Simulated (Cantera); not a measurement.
An isothermal, constant-pressure homogeneous reactor starts with CH₄ : N₂ = 1 : 49 (molar parts), at 1500 K and 3.08 Torr. Integrator tolerance rtol = 1e-08.

Detailed kinetics in Cantera: GRI-Mech 3.0 (53 species, 325 reactions). GRI-Mech 3.0 stops at C3 and has no aromatics, soot or wall deposition, so with more carbon than oxygen in the feed, carbon stays in small species such as C2H2 where larger ones or solid carbon would form. Radical loss at walls, strong at low pressure, is not modelled.

What does this change do: CH4 1 to 3.9 parts?


```json
[
 {"quantity": "x(CH₄) at 6.00 s", "before": "0.0166 (gas-phase equilibrium 6.20e-7)", "after": "0.0514 (gas-phase equilibrium 1.19e-5)"},
 {"quantity": "x(H) at 6.00 s", "before": "3.15e-6 (gas-phase equilibrium 4.75e-5)", "after": "1.13e-5 (gas-phase equilibrium 8.88e-5)"},
 {"quantity": "x(HCN) at 6.00 s", "before": "7.68e-9 (gas-phase equilibrium 0.0171)", "after": "1.49e-8 (gas-phase equilibrium 0.0471)"},
 {"quantity": "x(C₂H₄) at 6.00 s", "before": "0.000624 (gas-phase equilibrium 4.26e-8)", "after": "0.00159 (gas-phase equilibrium 1.28e-6)"},
 {"quantity": "x(CH₃) at 6.00 s", "before": "0.000187 (gas-phase equilibrium 2.02e-8)", "after": "0.000364 (gas-phase equilibrium 2.08e-7)"},
 {"quantity": "x(C₂H) at 6.00 s", "before": "1.35e-9 (gas-phase equilibrium 3.81e-9)", "after": "6.27e-9 (gas-phase equilibrium 1.75e-8)"}
]
```

What does this change do: CH4 1 to 0.7 parts?


```csv
quantity,before,after
x(CH₄) at 6.00 s,0.0166 (gas-phase equilibrium 6.20e-7),0.0121 (gas-phase equilibrium 2.69e-7)
x(H) at 6.00 s,3.15e-6 (gas-phase equilibrium 4.75e-5),2.10e-6 (gas-phase equilibrium 3.99e-5)
x(HCN) at 6.00 s,7.68e-9 (gas-phase equilibrium 0.0171),5.70e-9 (gas-phase equilibrium 0.0126)
x(C₂H₄) at 6.00 s,0.000624 (gas-phase equilibrium 4.26e-8),0.000406 (gas-phase equilibrium 1.60e-8)
x(CH₃) at 6.00 s,0.000187 (gas-phase equilibrium 2.02e-8),0.000149 (gas-phase equilibrium 1.04e-8)
x(C₂H) at 6.00 s,1.35e-9 (gas-phase equilibrium 3.81e-9),8.21e-10 (gas-phase equilibrium 2.41e-9)
```
